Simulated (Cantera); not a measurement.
A perfectly stirred reactor is fed with CO : H₂ : O₂ : N₂ = 1 : 0.059 : 0.378 : 1.42 (molar parts), equivalence ratio 1.4, at 1100000 Pa; it is adiabatic with a 498 K inlet, and is followed from long to short residence time, starting on the burning branch (τ in s: 0.2, 0.065, 0.022, 0.0073, 0.0025, 0.00082, 0.00028, 9.2e-05, 3.1e-05, 1e-05).

Computed with Cantera and GRI-Mech 3.0 (53 species, 325 reactions). The hydrogen kinetics of GRI-Mech 3.0 are dated; newer H2 mechanisms differ, most at raised pressure.

Q: Predict: blow-out, bracketed by the residence times tried; x(CO) at τ = 0.200 s; x(H₂) at τ = 0.200 s; x(O₂) at τ = 0.200 s; x(N₂O) at τ = 0.200 s; x(H₂O) at τ = 0.200 s; x(CO) at τ = 0.820 ms; x(H₂) at τ = 0.820 ms; x(O₂) at τ = 0.820 ms; x(N₂O) at τ = 0.820 ms; x(H₂O) at τ = 0.820 ms.

A: 
```
Quantity                                                                          Result
------------------------------------------------  --------------------------------------
blow-out, bracketed by the residence times tried  burning at 10.0 µs, the shortest tried
x(CO) at τ = 0.200 s                                                               0.125
x(H₂) at τ = 0.200 s                                                             0.00152
x(O₂) at τ = 0.200 s                                                             0.00107
x(N₂O) at τ = 0.200 s                                                            2.39e-7
x(H₂O) at τ = 0.200 s                                                             0.0215
x(CO) at τ = 0.820 ms                                                              0.135
x(H₂) at τ = 0.820 ms                                                            0.00166
x(O₂) at τ = 0.820 ms                                                            0.00637
x(N₂O) at τ = 0.820 ms                                                           7.03e-7
x(H₂O) at τ = 0.820 ms                                                            0.0201
```
